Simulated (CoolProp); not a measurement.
Aqueous ethanol as a coolant, at -17 °C, 1 atm.

Values from CoolProp's Melinder's fits for secondary coolants.

| mass % | freezing point (°C) | cp (kJ/(kg K)) | density (kg/m³) | viscosity (mPa s) | conductivity (W/(m K)) |
|---|---|---|---|---|---|
| 29 | [?] | [?] | [?] | 19.8 | 0.391 |
| 35.1 | [?] | [?] | 967.0 | 20.5 | 0.365 |
| 41.1 | -30.5 | 3.697 | [?] | 19.6 | 0.341 |
| 47.2 | -35.5 | 3.503 | 948.2 | 17.6 | 0.318 |
| 53.3 | -40.0 | 3.322 | 935.8 | [?] | 0.296 |
| 59.4 | [?] | 3.115 | 922.4 | 12.7 | 0.276 |

Question: Some entries are withheld; supply them.

Answer: 
- 29, freezing point (°C): -19.2
- 29, cp (kJ/(kg K)): 4.124
- 29, density (kg/m³): 972.9
- 35.1, freezing point (°C): -25.0
- 35.1, cp (kJ/(kg K)): 3.907
- 41.1, density (kg/m³): 958.8
- 53.3, viscosity (mPa s): 15.2
- 59.4, freezing point (°C): -44.4
